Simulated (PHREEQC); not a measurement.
1 kg of water holding 11 mmol/kgw NaBr and 30 mmol/kgw MgBr2 is evaporated at 25 °C; the solids stay in contact with the brine. CO2 from the air is kept out. The run lets Brucite precipitate or redissolve, and no other solid.

The numbers come from PHREEQC with the Pitzer model, pitzer.dat.

| water left (kg) | ionic strength | water activity | Mg in solution (mol/kgw) | Br in solution (mol/kgw) |
|---|---|---|---|---|
| 1 | 0.101 | 0.998 | 0.0300 | 0.0710 |
| 0.8219 | 0.123 | 0.998 | 0.0365 | 0.0864 |
| 0.5552 | 0.182 | 0.997 | 0.0540 | 0.128 |
| 0.4563 | 0.221 | 0.996 | 0.0657 | 0.156 |
| 0.3082 | 0.328 | 0.994 | 0.0973 | 0.230 |
| 0.2533 | 0.399 | 0.993 | 0.118 | 0.280 |
| 0.1711 | 0.590 | 0.989 | 0.175 | 0.415 |
| 0.1407 | 0.718 | 0.987 | 0.213 | 0.505 |
| 0.1156 | 0.874 | 0.984 | 0.259 | 0.614 |
| 0.07809 | 1.29 | 0.975 | 0.384 | 0.909 |
| 0.06418 | 1.57 | 0.969 | 0.467 | 1.11 |
| 0.04335 | 2.33 | 0.949 | 0.692 | 1.64 |
| 0.03564 | 2.83 | 0.935 | 0.842 | 1.99 |
| 0.02407 | 4.20 | 0.890 | 1.25 | 2.95 |
| 0.01979 | 5.10 | 0.855 | 1.52 | 3.59 |
